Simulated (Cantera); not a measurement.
A perfectly stirred reactor is fed with 14.4 % CH₄, 18.0 % O₂, 67.6 % N₂, equivalence ratio 1.6, at 1.88 atm; it is adiabatic with a 775 K inlet, and is followed from long to short residence time, starting on the burning branch (τ in s: 0.089, 0.035, 0.014, 0.0055, 0.0022, 0.00087, 0.00034, 0.00014, 5.4e-05, 2.1e-05, 8.4e-06, 3.3e-06).

Computed with Cantera and GRI-Mech 3.0 (53 species, 325 reactions).

Predict: blow-out, bracketed by the residence times tried; x(CH₄) at τ = 89.0 ms; x(O₂) at τ = 89.0 ms; x(HCO) at τ = 89.0 ms; x(CO₂) at τ = 89.0 ms; x(CH₂O) at τ = 89.0 ms; x(CH₄) at τ = 0.340 ms; x(O₂) at τ = 0.340 ms; x(HCO) at τ = 0.340 ms; x(CO₂) at τ = 0.340 ms; x(CH₂O) at τ = 0.340 ms.


```
Property                                                                        Value
------------------------------------------------  -----------------------------------
blow-out, bracketed by the residence times tried  burning at 0.140 ms, out at 54.0 µs
x(CH₄) at τ = 89.0 ms                                                        0.000152
x(O₂) at τ = 89.0 ms                                                          4.27e-5
x(HCO) at τ = 89.0 ms                                                         9.43e-8
x(CO₂) at τ = 89.0 ms                                                          0.0318
x(CH₂O) at τ = 89.0 ms                                                        1.16e-6
x(CH₄) at τ = 0.340 ms                                                        0.00444
x(O₂) at τ = 0.340 ms                                                         0.00565
x(HCO) at τ = 0.340 ms                                                        4.66e-6
x(CO₂) at τ = 0.340 ms                                                         0.0299
x(CH₂O) at τ = 0.340 ms                                                       9.33e-5
```
